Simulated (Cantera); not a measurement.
Reactions in the system B-N-O

Standard-state values (1 bar) from the NASA 1993 polynomials, evaluated with Cantera. Values are per mole of reaction as written; species without (g) are pure solids or liquids, kept so even where they would boil at 1 bar.

N2(g) + B2O2(g) ⇌ 2 B + 2 NO(g)

| T (K) | ΔH° (kJ) | ΔS° (J/K) | ΔG° (kJ) | log10 K |
|---|---|---|---|---|
| 300 | 638.6 | -1.1 | 638.9 | -111.24 |
| 1298 | 643.6 | 4.0 | 638.3 | -25.69 |
| 1498 | 645.4 | 5.3 | 637.4 | -22.23 |
| 1698 | 647.4 | 6.6 | 636.2 | -19.57 |
| 1898 | 649.6 | 7.8 | 634.8 | -17.47 |
| 2098 | 651.9 | 9.0 | 633.1 | -15.76 |
| 2298 | 654.5 | 10.2 | 631.2 | -14.35 |

2 B + 2 B2O3(g) ⇌ 3 B2O2(g)

```csv
T (K),ΔH° (kJ),ΔS° (J/K),ΔG° (kJ),log10 K
300,303.9,148.7,259.3,-45.14
1298,300.5,148.1,108.3,-4.36
1498,298.4,146.6,78.8,-2.75
1698,296.0,145.0,49.7,-1.53
1898,293.3,143.6,20.8,-0.57
2098,290.4,142.1,-7.8,0.19
2298,287.3,140.7,-36.0,0.82
```
